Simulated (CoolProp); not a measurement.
Properties of isobutane along the isobar 0.84 MPa (Tc = 407.8 K, pc = 3.629 MPa, ω = 0.184).

Values from CoolProp's reference Helmholtz-energy equation of state, Bücker 2006.

```tsv
T (K)	phase	cp (kJ/(kg K))	speed of sound (m/s)	expansivity (1/kK)
400.3	gas	2.245	228.5	3.374
406.7	gas	2.267	231.3	3.265
413.2	gas	2.290	234.1	3.163
419.6	gas	2.313	236.7	3.071
426	gas	2.337	239.3	2.986
432.5	gas	2.361	241.8	2.905
438.9	gas	2.384	244.3	2.831
445.3	gas	2.408	246.7	2.761
451.8	gas	2.432	249.1	2.695
458.2	gas	2.456	251.4	2.633
```
